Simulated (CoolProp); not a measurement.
Saturated liquid density (kg/m³) of octamethylcyclotetrasiloxane (D4): the reference equation beside estimates from Tc = 313.4 °C, pc = 13.47 bar, ω = 0.598.

Computed with CoolProp (reference Helmholtz-energy equation of state, Thol 2015).

| T (°C) | reference | van der Waals | Redlich-Kwong | Soave-Redlich-Kwong |
|---|---|---|---|---|
| 153.15 | 796.2 | 456.5 | 658.1 | 722.9 |
| 163.25 | 782.6 | 449.0 | 644.6 | 710.1 |
| 173.25 | 768.9 | ___ | 630.7 | 696.7 |
| 183.35 | 754.6 | 433.1 | 616.1 | 682.2 |
| 193.35 | 739.9 | 424.7 | 601.0 | 667.0 |
| 203.35 | 724.8 | 415.9 | 585.2 | 650.8 |
| 213.45 | 708.8 | 406.6 | 568.4 | 633.2 |
| 223.45 | 692.2 | 396.8 | ___ | 614.5 |
| 233.55 | 674.5 | 386.4 | 532.1 | 594.1 |
| 243.55 | 655.9 | 375.4 | 512.3 | 572.1 |
| 253.65 | 635.6 | 363.5 | ___ | ___ |

Problem. What belongs in the gaps?

Solution. 
- 173.25, van der Waals: 441.2
- 223.45, Redlich-Kwong: 550.8
- 253.65, Redlich-Kwong: 490.9
- 253.65, Soave-Redlich-Kwong: 547.8

Absolute difference from the reference over all 11 rows, mean and median: van der Waals 42.7 and 42.6 %, Redlich-Kwong 19.6 and 19.3 %, Soave-Redlich-Kwong 10.7 and 10.2 %.
